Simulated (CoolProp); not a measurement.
Carbon dioxide at 510.76 K and 0.27 MPa flows at 0.69 m/s in a round tube of 100 mm bore and 45 µm roughness, fully developed (64/Re and Nu = 3.66 if laminar; Colebrook and Gnielinski if turbulent). Each further row changes one setting.

Values from CoolProp's reference Helmholtz-energy equation of state, Span 1996.

| case | Reynolds number | Darcy friction factor | pressure drop (Pa/m) | heat-transfer coefficient (W/(m² K)) | mass flow (kg/h) |
|---|---|---|---|---|---|
| as stated | 7930 | 0.0335 | … | … | 54.7 |
| velocity 1.38 m/s | 15900 | … | … | … | … |
| diameter 200 mm | 15900 | 0.0278 | 0.0929 | … | 219 |

**Question.** Complete the blanks.

**Answer.** 
- as stated, pressure drop (Pa/m): 0.223
- as stated, heat-transfer coefficient (W/(m² K)): 8.53
- velocity 1.38 m/s, Darcy friction factor: 0.0283
- velocity 1.38 m/s, pressure drop (Pa/m): 0.755
- velocity 1.38 m/s, heat-transfer coefficient (W/(m² K)): 15.2
- velocity 1.38 m/s, mass flow (kg/h): 109
- diameter 200 mm, heat-transfer coefficient (W/(m² K)): 7.49

Viscosity comes from a separate model (Laesecke 2017). Thermal conductivity comes from a separate model (Huber 2016).
